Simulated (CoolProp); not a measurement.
Propane along the isotherm 112.65 °C: Z from the reference equation and from simpler models built on Tc = 96.7 °C, pc = 4251 kPa, ω = 0.152; each cubic takes its own stable root.

Computed with CoolProp (reference Helmholtz-energy equation of state, Lemmon 2009).

| p (kPa) | phase | reference | Pitzer virial | van der Waals | Redlich-Kwong | Soave-Redlich-Kwong | Peng-Robinson |
|---|---|---|---|---|---|---|---|
| 142 | gas | 0.9900 | 0.9900 | 0.9910 | 0.9899 | 0.9900 | 0.9888 |
| 283 | gas | 0.9800 | 0.9801 | 0.9819 | 0.9797 | 0.9799 | 0.9775 |
| 425 | gas | 0.9697 | 0.9701 | 0.9726 | 0.9693 | 0.9697 | 0.9660 |
| 567 | gas | 0.9594 | 0.9601 | 0.9632 | 0.9588 | 0.9593 | 0.9545 |
| 709 | gas | 0.9489 | 0.9501 | 0.9536 | 0.9481 | 0.9488 | 0.9428 |
| 850 | gas | 0.9383 | 0.9401 | 0.9439 | 0.9374 | 0.9382 | 0.9310 |
| 992 | gas | 0.9274 | 0.9301 | 0.9340 | 0.9264 | 0.9274 | 0.9191 |
| 1130 | gas | 0.9167 | 0.9204 | 0.9242 | 0.9156 | 0.9168 | 0.9073 |
| 1280 | gas | 0.9049 | 0.9099 | 0.9133 | 0.9037 | 0.9051 | 0.8944 |
| 1420 | gas | 0.8937 | 0.9000 | 0.9029 | 0.8924 | 0.8939 | 0.8822 |
| 1560 | gas | 0.8823 | 0.8901 | 0.8924 | 0.8809 | 0.8826 | 0.8698 |
| 1700 | gas | 0.8707 | 0.8803 | 0.8816 | 0.8692 | 0.8711 | 0.8572 |
| 1840 | gas | 0.8589 | 0.8704 | 0.8706 | 0.8573 | 0.8595 | 0.8445 |
| 1980 | gas | 0.8469 | 0.8606 | 0.8593 | 0.8452 | 0.8476 | 0.8315 |
| 2130 | gas | 0.8337 | 0.8500 | 0.8469 | 0.8320 | 0.8346 | 0.8175 |
